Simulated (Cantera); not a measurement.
Cantera run:

```python
import numpy as np
import cantera as ct

gas_names = [...]  # 148 gases of nasa_gas.yaml made of Al, C, H, N, O
cond_names = """
    AL(cr) AL(L) ALN(s) AL2O3(a) AL2O3(L) C(gr) C6H6(L) C7H8(L) C8H18(L),n-octa H2O(s) H2O(L)
""".split()


# ... load() reads the species with a 1 bar reference pressure and builds the phases ...
atoms = {
    'Al(CH3)3': {'AL': 1, 'C': 3, 'H': 9},
    'N2O': {'N': 2, 'O': 1},
    'N2': {'N': 2},
    'CO2': {'C': 1, 'O': 2},
}
top_T = {'ALN(s)': 2750, 'C(gr)': 4500}  # K; cautious upper limits of use, not melting points


# ... equilibrate(T, P, feed) seeds the gas with the atoms and calls Mixture.equilibrate('TP', solver="vcs", rtol=1e-11, max_steps=5000) ...
results = []
feed = {'Al(CH3)3': 1, 'N2O': 3.5, 'N2': 10, 'CO2': 0.011}  # mol
P = 2100  # Pa
for T in [698, 848, 998, 1148, 1298, 1448, 1598, 1748, 1898, 2048, 2198]:
    mix = equilibrate(T, P, feed)
    results.append((T, P, feed, dict(zip(mix.species_names, mix.species_moles))))
    x = sorted(zip(gas.X, gas.species_names), reverse=True)
    print(f"T = {T:g} K  P = {P:g} Pa  gas = {mix.phase_moles(0):.4g} mol")
    print("   x: " + "  ".join(f"{s} {v:.3e}" for v, s in x if v > 0.001))
    print("   condensed (mol): " + ("  ".join(f"{mix.phase(i).name} {mix.phase_moles(i):.4g}"
          for i in range(1, mix.n_phases) if mix.phase_moles(i) > 1e-12) or "none"))
```

Result:

```
T = 698 K  P = 2100 Pa  gas = 18.74 mol
   x: N2 7.204e-01  H2 1.934e-01  H2O 3.281e-02  CO2 2.872e-02  CO 1.765e-02  CH4 6.966e-03
   condensed (mol): AL2O3(a) 0.5  C(gr) 2.011
T = 848 K  P = 2100 Pa  gas = 19.87 mol
   x: N2 6.795e-01  H2 2.220e-01  CO 9.075e-02  CO2 3.946e-03  H2O 3.123e-03
   condensed (mol): AL2O3(a) 0.5  C(gr) 1.116
T = 998 K  P = 2100 Pa  gas = 20.01 mol
   x: N2 6.745e-01  H2 2.244e-01  CO 1.006e-01
   condensed (mol): AL2O3(a) 0.5  C(gr) 0.9933
T = 1148 K  P = 2100 Pa  gas = 20.02 mol
   x: N2 6.743e-01  H2 2.247e-01  CO 1.010e-01
   condensed (mol): AL2O3(a) 0.5  C(gr) 0.9888
T = 1298 K  P = 2100 Pa  gas = 20.02 mol
   x: N2 6.742e-01  H2 2.247e-01  CO 1.010e-01
   condensed (mol): AL2O3(a) 0.5  C(gr) 0.9873
T = 1448 K  P = 2100 Pa  gas = 20.02 mol
   x: N2 6.741e-01  H2 2.246e-01  CO 1.010e-01
   condensed (mol): AL2O3(a) 0.5  C(gr) 0.9832
T = 1598 K  P = 2100 Pa  gas = 20.68 mol
   x: N2 6.368e-01  H2 2.174e-01  CO 1.454e-01
   condensed (mol): ALN(s) 0.6562  AL2O3(a) 0.1719
T = 1748 K  P = 2100 Pa  gas = 20.69 mol
   x: N2 6.366e-01  H2 2.171e-01  CO 1.454e-01
   condensed (mol): ALN(s) 0.6568  AL2O3(a) 0.1711
T = 1898 K  P = 2100 Pa  gas = 20.76 mol
   x: N2 6.353e-01  H2 2.155e-01  CO 1.450e-01  H 2.504e-03  AL 1.099e-03
   condensed (mol): ALN(s) 0.6213  AL2O3(a) 0.1673
T = 2048 K  P = 2100 Pa  gas = 21.65 mol
   x: N2 6.234e-01  H2 2.041e-01  CO 1.390e-01  AL 1.398e-02  AL2O 1.215e-02  H 6.982e-03
   condensed (mol): AL2O3(a) 0.08239
T = 2198 K  P = 2100 Pa  gas = 21.77 mol
   x: N2 6.200e-01  H2 1.979e-01  CO 1.383e-01  H 1.709e-02  AL 1.504e-02  AL2O 1.129e-02
   condensed (mol): AL2O3(a) 0.08657
```

Method: chemical equilibrium by Gibbs-energy minimisation in Cantera with the NASA 1993 tables (ideal gas, pure condensed phases). The feed counts by its element totals alone. Mutual solubility and eutectic melting of coexisting phases are not modelled. The tables' values for AlOH are old estimates; treat these amounts as uncertain. Condensed phases not in the tables: aluminium oxynitride.
